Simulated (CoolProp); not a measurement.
Vapour-liquid equilibrium of isobutene (1) + acetone (2) at 0.0139 MPa; x and y are mole fractions of (1).

The numbers come from the multi-fluid Helmholtz-energy mixture model, Lemmon 2005 and Lemmon 2006; pair parameters Bell 2016 in CoolProp.

```json
[
 {"x": "0.05", "bubble temperature (K)": "255.9", "y at the bubble point": "0.761", "dew temperature at overall composition x (K)": "280.0", "liquid density (mol/L)": "14.13"},
 {"x": "0.15", "bubble temperature (K)": "237.5", "y at the bubble point": "0.936", "dew temperature at overall composition x (K)": "277.8", "liquid density (mol/L)": "14.12"},
 {"x": "0.25", "bubble temperature (K)": "231.3", "y at the bubble point": "0.963", "dew temperature at overall composition x (K)": "275.4", "liquid density (mol/L)": "13.90"},
 {"x": "0.35", "bubble temperature (K)": "228.7", "y at the bubble point": "0.971", "dew temperature at overall composition x (K)": "272.8", "liquid density (mol/L)": "13.62"},
 {"x": "0.45", "bubble temperature (K)": "227.7", "y at the bubble point": "0.974", "dew temperature at overall composition x (K)": "269.7", "liquid density (mol/L)": "13.33"},
 {"x": "0.55", "bubble temperature (K)": "227.3", "y at the bubble point": "0.976", "dew temperature at overall composition x (K)": "266.2", "liquid density (mol/L)": "13.04"},
 {"x": "0.65", "bubble temperature (K)": "227.1", "y at the bubble point": "0.976", "dew temperature at overall composition x (K)": "262.0", "liquid density (mol/L)": "12.77"},
 {"x": "0.75", "bubble temperature (K)": "226.8", "y at the bubble point": "0.978", "dew temperature at overall composition x (K)": "256.6", "liquid density (mol/L)": "12.51"},
 {"x": "0.85", "bubble temperature (K)": "226.1", "y at the bubble point": "0.982", "dew temperature at overall composition x (K)": "248.9", "liquid density (mol/L)": "12.28"},
 {"x": "0.95", "bubble temperature (K)": "225.1", "y at the bubble point": "0.992", "dew temperature at overall composition x (K)": "234.6", "liquid density (mol/L)": "12.07"}
]
```

No azeotrope shows between x = 0.05 and 0.95.

Pair parameters are fitted to limited data, so mixtures are less certain than the pure fluids. With so large a gap from Raoult's law the liquid may split in two, which this calculation doesn't test in full.
